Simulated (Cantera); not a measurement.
Standard-state values (1 bar) from the NASA 1993 polynomials, evaluated with Cantera. Values are per mole of reaction as written; species without (g) are pure solids or liquids, kept so even where they would boil at 1 bar.

O3(g) + 3 PbF2 → 3 F2(g) + 3 PbO(g), with ΔH° = 2099.9 kJ and ΔS° = 750.2 J/K at 300 K.

### Question
How far is the shortcut ΔG° ≈ ΔH°(300 K) − T·ΔS°(300 K) from the full temperature-dependent value at 1000, 1025, 1050, 1075, 1100, 1125, 1150, 1175, 1200, 1225, 1250 K?

### Answer
```tsv
T (K)	shortcut (kJ)	full (kJ)	difference (kJ)	difference in log10 K	condensed phases
1000	1349.7	1403.8	-54.1	2.83	PbF2(s)
1025	1330.9	1388.8	-57.8	2.95	PbF2(s)
1050	1312.2	1373.8	-61.6	3.07	PbF2(s)
1075	1293.4	1358.9	-65.5	3.18	PbF2(s)
1100	1274.7	1344.0	-69.4	3.29	PbF2(s)
1125	1255.9	1330.1	-74.2	3.44	PbF2(l)
1150	1237.2	1316.4	-79.2	3.60	PbF2(l)
1175	1218.4	1302.8	-84.3	3.75	PbF2(l)
1200	1199.7	1289.2	-89.5	3.90	PbF2(l)
1225	1180.9	1275.7	-94.8	4.04	PbF2(l)
1250	1162.1	1262.4	-100.2	4.19	PbF2(l)
```
The shortcut ignores heat capacities and the phase changes listed.
